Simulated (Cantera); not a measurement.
Charge: 1 mol LiOH, 0.14 mol H2O, equilibrated at 0.00210 bar.

Cantera equilibrium calculation (NASA polynomials, part measured and part estimated; ideal gas, pure solids and liquids). Candidate condensed phases: H2O, Li, LiH, LiOH, Li2O; 17 gas species. Rates play no part. All values below are at 1473 K.

Base state: H2O 0.597, LiOH 0.400, H2 0.000799, Li2(OH)2 0.000605, Li2O 0.000539, O2 0.000457, Li 0.000381, OH 0.000152 (mole fractions); condensed: Li2O(s).

Task: What changes in the equilibrium state with this change: pressure from 0.00210 bar to 0.180 bar?

Result: 
```
species         before     after
------------  --------  --------
H2O              0.597     0.944
LiOH             0.400    0.0543
Li2(OH)2      0.000605  0.000957
H2            0.000799  0.000264
Li            0.000381   2.04e-6
Li2O          0.000539   6.29e-6
Li2O(s), mol     0.339     0.482
```
